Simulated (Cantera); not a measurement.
An adiabatic, constant-pressure homogeneous reactor starts with 28.7 % H₂, 18.6 % O₂, 52.2 % N₂, 0.488 % H₂O, at 1525 K and 10.0 bar.

Cantera simulation using GRI-Mech 3.0 (53 species, 325 reactions); the numbers are that mechanism's predictions, not measurements. The hydrogen kinetics of GRI-Mech 3.0 are dated; newer H2 mechanisms differ, most at raised pressure. Above 3000 K some thermodynamic fits are extrapolated.

Question: Predict: time of steepest temperature rise; temperature at 0.500 s; equilibrium temperature; x(H₂) at 0.500 s; x(O₂) at 0.500 s; x(N₂O) at 0.500 s; x(O) at 0.500 s; x(H) at 0.500 s; x(H₂O) at 0.500 s.

Answer: 
| Property | Result |
|---|---|
| time of steepest temperature rise | 1.15 µs |
| temperature at 0.500 s | 3048 K |
| equilibrium temperature | 3048 K |
| x(H₂) at 0.500 s | 0.0238 (gas-phase equilibrium 0.0238) |
| x(O₂) at 0.500 s | 0.0396 (gas-phase equilibrium 0.0396) |
| x(N₂O) at 0.500 s | 2.91e-6 (gas-phase equilibrium 2.91e-6) |
| x(O) at 0.500 s | 0.00843 (gas-phase equilibrium 0.00843) |
| x(H) at 0.500 s | 0.00898 (gas-phase equilibrium 0.00898) |
| x(H₂O) at 0.500 s | 0.283 (gas-phase equilibrium 0.283) |
